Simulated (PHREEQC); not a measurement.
Synthetic water in mg/L, 25 °C, pH 7.13, pe 13:

| constituent | mg/L |
|---|---|
| Na | 119 |
| K | 32.8 |
| Ca | 67.1 |
| Mg | 160 |
| Cl | 186 |
| S(6) as SO4 | 370 |
| Alkalinity as HCO3 | 166 |
| Zn | 4.65 |

Valence states are taken as typed.

Computed with PHREEQC (ion-association model, phreeqc.dat).

Precipitation was switched off in this run.

Problem. Estimate the ionic strength.

Solution. ionic strength 0.0261 mol/kgw.

Problem. In which forms is S present?

Solution. SO4-2 67 %, MgSO4 26 %, CaSO4 5.2 %, NaSO4- 0.9 % of the S.

The database's zinc carbonate complexes are estimates, stronger than later reviews accept.
